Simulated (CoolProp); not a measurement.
The fluid at 270.92 K and 1.48 MPa flows at 3.9 m/s in a round tube of 10 mm bore and 45 µm roughness, fully developed (64/Re and Nu = 3.66 if laminar; Colebrook and Gnielinski if turbulent). The same conditions are run with several fluids, on thermodynamics alone (safety and materials aside).

The numbers come from the reference Helmholtz-energy equation of state of each fluid (toluene: Lemmon 2006; propylene: Lemmon 2013; propane: Lemmon 2009; o-xylene: Zhou 2012; methanol: de Reuck 1993) in CoolProp.

```tsv
fluid	Reynolds number	Darcy friction factor	pressure drop (Pa/m)	heat-transfer coefficient (W/(m² K))	mass flow (kg/h)
toluene	43000	?	?	5750	?
propylene	?	0.0300	12600	12000	608
propane	160000	0.0301	12200	10500	588
o-xylene	30100	0.0325	22200	4680	992
methanol	?	0.0319	19700	7600	896
```

Task: What belongs in the gaps?

Result: 
- toluene, Darcy friction factor: 0.0316
- toluene, pressure drop (Pa/m): 21400
- toluene, mass flow (kg/h): 980
- propylene, Reynolds number: 173000
- methanol, Reynolds number: 37500

Transport values come from each fluid's own correlations; those of propylene are estimates that may be off by 10 % or more.
